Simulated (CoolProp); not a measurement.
Fluorine along the isotherm 164.8 K: density (kg/m³) from the reference equation and from simpler models built on Tc = 144.4 K, pc = 5.240 MPa, ω = 0.045; each cubic takes its own stable root.

Values from CoolProp's reference Helmholtz-energy equation of state, de Reuck 1990.

| p (MPa) | phase | reference | van der Waals | Redlich-Kwong | Soave-Redlich-Kwong | Peng-Robinson |
|---|---|---|---|---|---|---|
| 0.873 | gas | 25.14 | 25.13 | 25.20 | 25.18 | 25.33 |
| 1.75 | gas | 52.56 | 52.51 | 52.76 | 52.69 | 53.32 |
| 2.62 | gas | 82.42 | 82.32 | 82.81 | 82.62 | 84.12 |
| 3.49 | gas | 115.5 | 115.5 | 116.2 | 115.8 | 118.7 |
| 4.37 | gas | 153.2 | 153.7 | 154.2 | 153.4 | 158.3 |
| 5.24 | supercritical | 195.7 | 198.0 | 197.2 | 195.8 | 203.4 |
| 6.11 | supercritical | 245.2 | 251.8 | 247.2 | 244.6 | 256.0 |
| 6.99 | supercritical | 304.9 | 321.3 | 306.9 | 302.3 | 318.4 |
| 7.86 | supercritical | 375.8 | 407.5 | 375.8 | 368.1 | 390.0 |
